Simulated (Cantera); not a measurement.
# Hydrocarbon pyrolysis for carbon deposition

An isothermal, constant-pressure homogeneous reactor starts with 2.63 % CH4, 97.4 % H2, at 1550 K and 0.00980 bar.

Computed with Cantera and GRI-Mech 3.0 (53 species, 325 reactions). GRI-Mech 3.0 stops at C3 and has no aromatics, soot or wall deposition, so with more carbon than oxygen in the feed, carbon stays in small species such as C2H2 where larger ones or solid carbon would form. Radical loss at walls, strong at low pressure, is not modelled.

```tsv
t (s)	x CH4	x H2	x CH2	x H	x C2H	x C2H4	x C2H2
2.00e-5	0.0263	0.974	<1e-12	9.04e-9	<1e-12	<1e-12	<1e-12
6.02e-5	0.0263	0.974	<1e-12	2.88e-8	<1e-12	<1e-12	<1e-12
0.000181	0.0263	0.974	<1e-12	9.40e-8	<1e-12	<1e-12	<1e-12
0.000545	0.0263	0.974	<1e-12	2.97e-7	<1e-12	<1e-12	<1e-12
0.00164	0.0263	0.974	<1e-12	9.10e-7	<1e-12	3.88e-12	<1e-12
0.00494	0.0263	0.974	3.67e-12	2.75e-6	<1e-12	1.08e-10	<1e-12
0.0149	0.0263	0.974	3.38e-11	8.30e-6	<1e-12	2.94e-9	3.09e-11
0.0447	0.0263	0.974	3.06e-10	2.49e-5	<1e-12	7.95e-8	3.44e-9
0.135	0.0263	0.974	2.65e-9	7.38e-5	<1e-12	1.90e-6	4.60e-7
0.405	0.0261	0.974	1.65e-8	0.000187	1.83e-11	1.81e-5	3.76e-5
1.22	0.0251	0.974	2.96e-8	0.000257	3.24e-10	2.87e-5	0.000483
3.67	0.0223	0.975	2.76e-8	0.000264	1.28e-9	2.57e-5	0.00187
11.0	0.0164	0.978	2.22e-8	0.000275	3.38e-9	2.07e-5	0.00475
33.2	0.00878	0.982	1.36e-8	0.000293	6.44e-9	1.81e-5	0.00850
100	0.00345	0.985	6.02e-9	0.000309	8.86e-9	1.93e-5	0.0111
```
x: mole fraction; the columns are a selection and need not sum to one.

Equilibrium at this temperature and pressure: CH4 0.000540, H2 0.987, CH2 1.00e-9, H 0.000318, C2H 1.03e-8, C2H4 2.11e-5, C2H2 0.0125 (gas phase only).
